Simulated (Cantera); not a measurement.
## Ignition delay

Mixture: 44.1 % H₂, 14.7 % O₂, 41.2 % N₂, at 1130 Torr, adiabatic and at constant volume. Ignition delay is the time to a rise of 400 K.

Cantera simulation using the H2/O2 subset of GRI-Mech 3.0, which has no nitrogen chemistry; the numbers are that mechanism's predictions, not measurements. Where the delays flatten at high temperature, the 400 K rule measures the pace of heat release, not the induction time.

```
T0 (K)  delay (ms)
------  ----------
1023         0.263
1073        0.0858
1123        0.0495
1173        0.0335
1223        0.0245
1273        0.0189
1323        0.0150
1373        0.0123
1423        0.0103
1473       0.00879
```
